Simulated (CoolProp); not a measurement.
Propane along the isotherm -32.05 °C: density (kg/m³) from the reference equation and from simpler models built on Tc = 96.7 °C, pc = 4.251 MPa, ω = 0.152; each cubic takes its own stable root.

Computed with CoolProp (reference Helmholtz-energy equation of state, Lemmon 2009).

```csv
p (MPa),phase,reference,van der Waals,Soave-Redlich-Kwong
0.00672,gas,0.1481,0.1480,0.1481
0.0113,gas,0.2494,0.2491,0.2493
0.0191,gas,0.4227,0.4217,0.4224
0.0323,gas,0.7177,0.7149,0.7169
0.0545,gas,1.220,1.211,1.217
0.092,gas,2.085,2.060,2.078
0.262,liquid,[?],[?],538.3
0.442,liquid,569.5,10.70,538.7
0.746,liquid,569.9,362.4,539.2
1.26,liquid,570.5,363.9,[?]
2.13,liquid,571.6,366.2,[?]
```

What belongs in the gaps?


- 0.262, reference: 569.2
- 0.262, van der Waals: 6.079
- 1.26, Soave-Redlich-Kwong: 540.2
- 2.13, Soave-Redlich-Kwong: 541.8

At some of these states van der Waals gives the other phase, because its saturation line lies elsewhere.
